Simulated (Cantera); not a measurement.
TiCl4 + C3H8 + H2 (titanium nitride, carbide and oxide coatings)

A closed system holds: 1 mol TiCl4, 2.9 mol C3H8, a varied amount of H2, held at 1298.15 K and 75.0 Torr.

Method: chemical equilibrium by Gibbs-energy minimisation in Cantera with the NASA 1993 tables (ideal gas, pure condensed phases). Candidate condensed phases: C, C6H6, C7H8, C8H18, Ti, TiC, TiCl2, TiCl3, TiCl4; 96 gas species. TiC: taken at fixed stoichiometry. Rates play no part.

From 4.2 mol H2 to 52 mol H2 the condensed part is C(graphite) + TiC(s). The main Ti-bearing gas is TiCl4 at 4.2 mol H2 and TiCl3 at 52 mol H2. The share of Ti in condensed phases is highest at 52 mol H2 (99.4 %) and lowest at 4.2 mol H2 (88.4 %).

```tsv
n(H2) (mol)	x H2	x HCl	x TiCl4	x TiCl3	x CH4	n C(graphite)	n TiC(s)
4.2	0.790	0.203	0.00339	0.00315	0.000497	7.81	0.884
11	0.842	0.155	0.00102	0.00128	0.000564	7.74	0.944
18	0.875	0.123	0.000377	0.000607	0.000609	7.71	0.969
25	0.897	0.102	0.000168	0.000331	0.000640	7.69	0.981
31	0.910	0.0888	9.32e-5	0.000213	0.000659	7.68	0.986
38	0.922	0.0770	5.14e-5	0.000136	0.000677	7.67	0.990
45	0.931	0.0679	3.05e-5	9.21e-5	0.000690	7.67	0.993
52	0.938	0.0607	1.93e-5	6.52e-5	0.000701	7.66	0.994
```
x: gas mole fraction; n: condensed amount in mol.
